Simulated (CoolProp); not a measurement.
Saturation properties of acetone (Tc = 235.0 °C, pc = 4.692 MPa, ω = 0.307).

Computed with CoolProp (reference Helmholtz-energy equation of state, Lemmon 2006). It is a short technical equation, of lower accuracy than the large ones.

```tsv
T (°C)	p (MPa)	vapour density (kg/m³)	liquid cp (kJ/(kg K))	surface tension (mN/m)
3.65	0.01125	0.2879	2.096	25.4
12.85	0.01773	0.4410	2.115	24.2
21.95	0.02690	0.6520	2.136	23.1
31.15	0.03981	0.9417	2.159	21.9
40.25	0.05713	1.322	2.183	20.8
49.35	0.08006	1.816	2.209	19.7
58.55	0.1102	2.455	2.237	18.6
67.65	0.1482	3.250	2.267	17.4
76.85	0.1964	4.249	2.299	16.3
85.95	0.2554	5.463	2.333	15.3
95.05	0.3272	6.939	2.369	14.2
104.25	0.4147	8.740	2.408	13.1
113.35	0.5179	10.88	2.450	12.1
122.55	0.6410	13.46	2.496	11.0
```

It boils at 56.1 °C under 1 atm.

Surface tension comes from a separate correlation (Mulero 2012).
